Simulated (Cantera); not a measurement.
Feed: 1 mol MgO, 1.6 mol SO3, 3.4 mol H2O, equilibrated at 950 K and 10.0 Torr.

Cantera equilibrium calculation (NASA polynomials, part measured and part estimated; ideal gas, pure solids and liquids). Candidate condensed phases: H2O, H2SO4, Mg, MgO, Mg(OH)2, MgS, MgSO4, S; 26 gas species. Rates play no part.

Base state: H2O 0.796, SO2 0.128, O2 0.0639, SO3 0.0125 (mole fractions); condensed: MgSO4(s).

Q: What changes in the equilibrium state with this change: temperature from 950 K to 1075 K?

A: 
```json
[
 {"species": "H2O", "before": "0.796", "after": "0.767"},
 {"species": "SO2", "before": "0.128", "after": "0.153"},
 {"species": "O2", "before": "0.0639", "after": "0.0765"},
 {"species": "SO3", "before": "0.0125", "after": "0.00389"},
 {"species": "MgSO4(s), mol", "before": "1.00", "after": "0.904"},
 {"species": "MgO(s), mol", "before": "0", "after": "0.0958"}
]
```
Mutual solubility and eutectic melting of coexisting phases are not modelled.
